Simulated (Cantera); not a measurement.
Input: 1 mol C2H4, 0.14 mol H2O, 0.41 mol N2, equilibrated at 133 Pa.

Method: chemical equilibrium by Gibbs-energy minimisation in Cantera with the NASA 1993 tables (ideal gas, pure condensed phases). Candidate condensed phases: C, C6H6, C7H8, C8H18, H2O; 136 gas species. Rates play no part. All values below are at 2773 K.

Base state: H 0.712, H2 0.122, N2 0.0833, CO 0.0321, C3 0.0169, HCN 0.0132, CN 0.00628, C2H2 (acetylene) 0.00372 (mole fractions); condensed: C(graphite).

Q: What changes in the equilibrium state with this change: H2O from 0.14 to 0.37 mol?

A: 
```
species            before    after
----------------  -------  -------
H                   0.712    0.691
H2                  0.122    0.115
CO                 0.0321   0.0738
N2                 0.0833   0.0719
HCN                0.0132   0.0119
C3                 0.0169   0.0169
C2N2              2.83e-5  2.44e-5
HNC               0.00205  0.00185
CN                0.00628  0.00583
C(graphite), mol     1.45     1.18
```
